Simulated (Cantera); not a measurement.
Charge: 1 mol TEOS, 3.5 mol N2O, 1.5 mol N2, at 0.630 bar.

Method: chemical equilibrium by Gibbs-energy minimisation in Cantera with the NASA 1993 tables (ideal gas, pure condensed phases). Candidate condensed phases: C, C6H6, C7H8, C8H18, H2O, Si, SiC, SiO2, Si2N2O, Si3N4; 151 gas species. The feed counts by its element totals alone. Mutual solubility and eutectic melting of coexisting phases are not modelled. The tables hold silica as quartz up to 1696 K and as liquid above; real silica turns to tridymite and cristobalite and melts near 1996 K. Equilibrium is a limit: real reactors are often held back by kinetics, nucleation or transport.

### Question
What share of the Si ends up in condensed phases as a function of T (°C), at 1177, 1227, 1277, 1327, 1377, 1427, 1477, 1527, 1577, 1627, 1677, 1727?

### Answer
```json
[
 {"T (°C)": "1177", "Si condensed (%)": "100.0", "as": "SiO2(β-quartz)"},
 {"T (°C)": "1227", "Si condensed (%)": "100.0", "as": "Si2N2O(s)"},
 {"T (°C)": "1277", "Si condensed (%)": "100.0", "as": "Si2N2O(s)"},
 {"T (°C)": "1327", "Si condensed (%)": "99.9", "as": "Si2N2O(s)"},
 {"T (°C)": "1377", "Si condensed (%)": "99.7", "as": "Si2N2O(s)"},
 {"T (°C)": "1427", "Si condensed (%)": "99.3", "as": "Si2N2O(s)"},
 {"T (°C)": "1477", "Si condensed (%)": "98.4", "as": "Si2N2O(s)"},
 {"T (°C)": "1527", "Si condensed (%)": "96.5", "as": "Si2N2O(s)"},
 {"T (°C)": "1577", "Si condensed (%)": "91.4", "as": "SiC(s) + Si2N2O(s)"},
 {"T (°C)": "1627", "Si condensed (%)": "79.1", "as": "SiC(s) + Si2N2O(s)"},
 {"T (°C)": "1677", "Si condensed (%)": "72.8", "as": "SiC(s)"},
 {"T (°C)": "1727", "Si condensed (%)": "72.1", "as": "SiC(s)"}
]
```
